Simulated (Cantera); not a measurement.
A freely propagating, adiabatic, planar premixed flame of CH4 : O2 : N2 = 1 : 1.33 : 5.01 (molar parts), unburnt at 450 K and 5.00 bar; mixture-averaged transport, grid criteria slope 0.08 and curve 0.16, no radiation.

Cantera simulation using GRI-Mech 3.0 (53 species, 325 reactions); the numbers are that mechanism's predictions, not measurements. Burning velocities carry a grid error of a few per cent, more on coarse grids.

### Question
What does this change do: N2 5.01 to 4 parts?

### Answer
| quantity | before | after |
|---|---|---|
| laminar burning velocity | 14.2 cm/s | 25.5 cm/s |
| thermal thickness | 0.315 mm | 0.193 mm |
| peak x(H) | 0.000448 | 0.00124 |
| peak x(CH2) | 1.04e-5 | 3.50e-5 |
| peak x(H2O2) | 5.13e-5 | 5.11e-5 |
